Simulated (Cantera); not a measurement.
Input: 1 mol Si(CH3)4, 0.77 mol C2H2, 270 mol H2, held at 1627 °C and 0.380 bar.

Method: chemical equilibrium by Gibbs-energy minimisation in Cantera with the NASA 1993 tables (ideal gas, pure condensed phases). Candidate condensed phases: C, C6H6, C7H8, C8H18, Si, SiC; 87 gas species. Rates play no part.

Base state: H2 0.998, H 0.00129, C2H2 (acetylene) 0.000381, CH4 0.000213 (mole fractions); condensed: C(graphite) + SiC(s).

**Question.** What changes in the equilibrium state with this change: 0.16 mol CO2 added?

**Answer.** 
```csv
species,before,after
H2,0.998,0.997
H,0.00129,0.00129
CO,0,0.00115
CH4,0.000213,0.000212
C2H2 (acetylene),0.000381,0.000381
"C(graphite), mol",4.27,4.11
"SiC(s), mol",0.999,0.997
```
Further candidate phases: H2O, SiO2.
